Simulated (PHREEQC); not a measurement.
A solution holds 7 mmol/kgw H2SO4, 1.3 mmol/kgw ZnSO4 and 25 mmol/kgw MgCl2, at 69 °C. Closed to the air; pH follows from the charge balance.

Computed with PHREEQC (ion-association model, phreeqc.dat).

This is a speciation only: nothing precipitates in the calculation.

**Question.** Order these S species by the share of S that they hold, largest first: ZnSO4, HSO4-, SO4-2, MgSO4.

**Answer.** MgSO4 (45 %), HSO4- (31 %), SO4-2 (23 %), ZnSO4 (0.95 %)

The pH is 2.03 and the ionic strength 0.0803 mol/kgw. Away from 25 °C the constants follow the database's enthalpies or fits; those with neither stay at their 25 °C values.
